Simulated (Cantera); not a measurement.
A Cantera script and what it prints.

```python
import numpy as np
import cantera as ct

gas_names = [...]  # 109 gases of nasa_gas.yaml made of C, Cl, H, Si
cond_names = """
    C(gr) C6H6(L) C7H8(L) C8H18(L),n-octa Si(cr) Si(L) SiC(b)
""".split()


# ... load() reads the species with a 1 bar reference pressure and builds the phases ...
atoms = {
    'SiH2Cl2': {'Si': 1, 'H': 2, 'CL': 2},
    'C3H8': {'C': 3, 'H': 8},
    'H2': {'H': 2},
}
top_T = {'C(gr)': 4500, 'SiC(b)': 3050}  # K; cautious upper limits of use, not melting points


# ... equilibrate(T, P, feed) seeds the gas with the atoms and calls Mixture.equilibrate('TP', solver="vcs", rtol=1e-11, max_steps=5000) ...
results = []
feed = {'SiH2Cl2': 1, 'C3H8': 0.02, 'H2': 33}  # mol
P = 1000  # Pa
for T in [950, 1100, 1250, 1400, 1550, 1700, 1850, 2000, 2150, 2300, 2450]:
    mix = equilibrate(T, P, feed)
    results.append((T, P, feed, dict(zip(mix.species_names, mix.species_moles))))
    x = sorted(zip(gas.X, gas.species_names), reverse=True)
    print(f"T = {T:g} K  P = {P:g} Pa  gas = {mix.phase_moles(0):.4g} mol")
    print("   x: " + "  ".join(f"{s} {v:.3e}" for v, s in x if v > 1e-05))
    print("   condensed (mol): " + ("  ".join(f"{mix.phase(i).name} {mix.phase_moles(i):.4g}"
          for i in range(1, mix.n_phases) if mix.phase_moles(i) > 1e-12) or "none"))
```

It prints:

```
T = 950 K  P = 1000 Pa  gas = 34.67 mol
   x: H2 9.748e-01  HCL 1.307e-02  SiCL4 8.572e-03  SiHCL3 2.931e-03  SiCL2 2.680e-04  SiCL3 2.624e-04  SiH2CL2 1.017e-04
   condensed (mol): Si(cr) 0.5192  SiC(b) 0.05999
T = 1100 K  P = 1000 Pa  gas = 34.91 mol
   x: H2 9.585e-01  HCL 3.387e-02  SiCL4 3.085e-03  SiCL2 2.438e-03  SiHCL3 1.288e-03  SiCL3 7.351e-04  SiH2CL2 6.442e-05
   condensed (mol): Si(cr) 0.6743  SiC(b) 0.05999
T = 1250 K  P = 1000 Pa  gas = 35.06 mol
   x: H2 9.500e-01  HCL 4.407e-02  SiCL2 5.144e-03  SiCL3 4.052e-04  SiCL4 2.285e-04  SiHCL3 1.753e-04  SiH2CL2 1.830e-05
   condensed (mol): Si(cr) 0.7307  SiC(b) 0.05999
T = 1400 K  P = 1000 Pa  gas = 35.08 mol
   x: H2 9.494e-01  HCL 4.429e-02  SiCL2 6.096e-03  SiCL3 1.378e-04  H 4.739e-05  SiHCL3 2.007e-05  SiCL4 1.322e-05
   condensed (mol): Si(cr) 0.72  SiC(b) 0.05999
T = 1550 K  P = 1000 Pa  gas = 35.08 mol
   x: H2 9.494e-01  HCL 4.351e-02  SiCL2 6.646e-03  H 3.069e-04  SiCL3 5.417e-05  CL 1.123e-05
   condensed (mol): Si(cr) 0.7042  SiC(b) 0.05999
T = 1700 K  P = 1000 Pa  gas = 35.11 mol
   x: H2 9.485e-01  HCL 4.289e-02  SiCL2 6.948e-03  H 1.435e-03  Si 6.786e-05  CL 5.045e-05  SiCL 4.846e-05  SiCL3 2.463e-05  SiH2 1.346e-05  SiH 1.023e-05
   condensed (mol): Si(L) 0.6902  SiC(b) 0.05998
T = 1850 K  P = 1000 Pa  gas = 35.2 mol
   x: H2 9.432e-01  HCL 4.435e-02  SiCL2 6.024e-03  H 5.232e-03  Si 6.449e-04  SiCL 1.910e-04  CL 1.870e-04  SiH 6.210e-05  SiH2 3.977e-05  SiCL3 1.122e-05
   condensed (mol): Si(L) 0.6938  SiC(b) 0.05966
T = 2000 K  P = 1000 Pa  gas = 35.55 mol
   x: H2 9.283e-01  HCL 4.475e-02  H 1.567e-02  SiCL2 5.166e-03  Si 4.354e-03  SiCL 6.012e-04  CL 5.626e-04  SiH 2.846e-04  Si2C 1.194e-04  SiH2 9.857e-05  Si2 4.514e-05
   condensed (mol): Si(L) 0.5581  SiC(b) 0.05556
T = 2150 K  P = 1000 Pa  gas = 36.59 mol
   x: H2 8.888e-01  HCL 4.451e-02  H 3.976e-02  Si 1.830e-02  SiCL2 3.690e-03  CL 1.457e-03  SiCL 1.311e-03  Si2C 9.008e-04  SiH 8.434e-04  Si2 2.161e-04  SiH2 1.700e-04  Si3 3.519e-05  C2H2,acetylene 2.183e-05  SiC2 1.836e-05
   condensed (mol): SiC(b) 0.02408
T = 2300 K  P = 1000 Pa  gas = 37.71 mol
   x: H2 8.356e-01  H 8.847e-02  HCL 4.644e-02  Si 2.183e-02  CL 3.540e-03  SiCL2 1.060e-03  SiCL 9.358e-04  Si2C 7.339e-04  SiH 7.329e-04  C2H2,acetylene 2.322e-04  SiC2 1.938e-04  Si2 9.869e-05  SiH2 9.132e-05
   condensed (mol): none
T = 2450 K  P = 1000 Pa  gas = 39.62 mol
   x: H2 7.512e-01  H 1.741e-01  HCL 4.241e-02  Si 2.298e-02  CL 6.979e-03  SiH 5.688e-04  SiCL 5.666e-04  C2H2,acetylene 3.561e-04  SiC2 2.796e-04  SiCL2 2.608e-04  Si2C 2.243e-04  SiH2 4.533e-05  Si2 4.035e-05
   condensed (mol): none
```

Cantera equilibrium calculation (NASA polynomials, part measured and part estimated; ideal gas, pure solids and liquids). Mutual solubility and eutectic melting of coexisting phases are not modelled. The tables' values for SiCl, SiCl3 are old estimates; treat these amounts as uncertain. Gases not in the tables: Si2H6 and higher silanes.
